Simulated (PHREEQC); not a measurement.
PHREEQC input (Pitzer model, pitzer.dat):

```
SOLUTION 1
  temp 25
  units mol/kgw
  pH 7 charge
  C(4) 0.12
  Na 0.66
  S(6) 0.21
END
USE solution 1
INCREMENTAL_REACTIONS false
REACTION 1
  H2O -1
  0 9.886 18.011 24.689 30.178 34.689 38.397 41.444
  43.949 46.007 47.699 49.089 50.232 51.172 51.944 52.578
  53.1 moles
EQUILIBRIUM_PHASES 1
  Burkeite 0 0
  Mirabilite 0 0
  Nahcolite 0 0
  Natron 0 0
  Thenardite 0 0
  Trona 0 0
  CO2(g) -3.4 10
SELECTED_OUTPUT 1
  -reset false
  -pH true
  -pe true
  -ionic_strength true
  -water true
  -activities H2O
  -totals C Na S
  -molalities H+ Na+ CO3-2 SO4-2 OH- HCO3- CO2 HSO4-
  -equilibrium_phases Burkeite Mirabilite Nahcolite Natron Thenardite Trona
PRINT
  -reset false
END
```

Selected output (columns that matter, 17 of 17 rows; water left (kg) added in front):

```
water left (kg)	pH	mu	C	Na	S	m_H+	m_Na+	m_CO3-2	m_SO4-2	m_OH-	m_HCO3-	la_H2O	Mirabilite	Trona
0.99945	9.7843	0.95695	0.15357	0.66036	0.21012	3.457e-10	0.66036	0.08647	0.21012	9.989e-05	0.067093	-0.0059108	0	0
0.821393	9.8075	1.1678	0.18352	0.80351	0.25566	3.4172e-10	0.80351	0.10857	0.25566	0.00010681	0.074936	-0.0070398	0	0
0.675059	9.8288	1.4246	0.21954	0.97769	0.31108	3.3871e-10	0.97769	0.13588	0.31108	0.00011332	0.083654	-0.0083792	0	0
0.55479	9.8481	1.7377	0.26294	1.1896	0.37852	3.3606e-10	1.1896	0.16954	0.37852	0.00011919	0.093391	-0.00997	0	0
0.455939	9.8653	2.1191	0.31531	1.4476	0.46059	3.3298e-10	1.4476	0.21096	0.46059	0.00012416	0.10435	-0.011865	0	0
0.374703	9.8807	2.5836	0.3786	1.7614	0.56044	3.2843e-10	1.7614	0.26179	0.56044	0.00012792	0.1168	-0.014136	0	0
0.30793	9.8941	3.1494	0.45523	2.1433	0.68197	3.211e-10	2.1433	0.32405	0.68197	0.00013018	0.13117	-0.016882	0	0
0.253062	9.9056	3.838	0.54816	2.6081	0.82984	3.094e-10	2.6081	0.4001	0.82984	0.00013065	0.14805	-0.020241	0	0
0.207954	9.915	4.6764	0.66118	3.1738	1.0098	2.9157e-10	3.1738	0.4928	1.0098	0.00012907	0.16838	-0.024419	0	0
0.170895	9.9217	5.6962	0.79888	3.862	1.2288	2.6602e-10	3.862	0.60537	1.2288	0.00012523	0.19351	-0.029711	0	0
0.140424	9.9251	6.9372	0.9673	4.7	1.4955	2.3171e-10	4.7	0.7417	1.4955	0.00011902	0.2256	-0.036569	0	0
0.115054	9.925	8.422	1.177	5.7041	1.809	1.8947e-10	5.7041	0.90885	1.809	0.00011078	0.26817	-0.045518	0.0018626	0
0.0841172	9.966	9.4826	1.5943	6.4336	1.7902	1.5602e-10	6.4336	1.2587	1.7902	0.00011005	0.33561	-0.052966	0.059411	0
0.0595065	9.9927	11.266	2.2397	7.6597	1.8133	1.1769e-10	7.6597	1.7933	1.8133	0.00010161	0.44639	-0.066724	0.1021	0
0.0373927	9.9944	11.733	2.3973	7.9805	1.8308	1.0948e-10	7.9805	1.9216	1.8308	9.8852e-05	0.47569	-0.070599	0.14154	0.026168
0.0186558	9.9944	11.733	2.3973	7.9805	1.8308	1.0948e-10	7.9805	1.9216	1.8308	9.8852e-05	0.47569	-0.070599	0.17585	0.053142
0.00322897	9.9944	11.733	2.3973	7.9805	1.8308	1.0948e-10	7.9805	1.9216	1.8308	9.8852e-05	0.47569	-0.070599	0.20409	0.075351
```
